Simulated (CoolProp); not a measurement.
A simple Rankine cycle with chloromethane (R40): condensing at 302.15 K, boiler at 5.7 MPa, turbine inlet 499 K, turbine efficiency 0.85, pump efficiency 0.6, no recuperator. Each further row changes one setting.

Model: reference Helmholtz-energy equation of state, Thol 2014, in CoolProp.

```
case                             thermal efficiency (%)  net work (kJ/kg)  heat in (kJ/kg)  turbine exit temperature (K)  volume ratio over the turbine
-------------------------------  ----------------------  ----------------  ---------------  ----------------------------  -----------------------------
as stated                                          19.3               [?]              515                         348.2                           6.97
condensing temperature 294.15 K                    20.6               109              528                           [?]                            [?]
boiler pressure 3.99 MPa                            [?]              92.6              536                         375.8                           5.02
turbine efficiency 0.75                            16.8               [?]              515                           [?]                            [?]
```

### Question
Some entries are withheld; supply them.

### Answer

- as stated, net work (kJ/kg): 99.5
- condensing temperature 294.15 K, turbine exit temperature (K): 335.2
- condensing temperature 294.15 K, volume ratio over the turbine: 8.53
- boiler pressure 3.99 MPa, thermal efficiency (%): 17.3
- turbine efficiency 0.75, net work (kJ/kg): 86.7
- turbine efficiency 0.75, turbine exit temperature (K): 361.1
- turbine efficiency 0.75, volume ratio over the turbine: 7.29
